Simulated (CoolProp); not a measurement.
Values from CoolProp's reference Helmholtz-energy equation of state, Lemmon 2005. It is a short technical equation, of lower accuracy than the large ones.

Problem. Give the vapour pressure (MPa), liquid density (kg/m³), vapour density (kg/m³), enthalpy of vaporisation (kJ/kg) of saturated cis-2-butene at 101.45 °C.

Solution. 
```json
[
 {"T (°C)": "101.45", "p (MPa)": "1.46", "liquid density (kg/m³)": "508", "vapour density (kg/m³)": "35.0", "enthalpy of vaporisation (kJ/kg)": "288"}
]
```
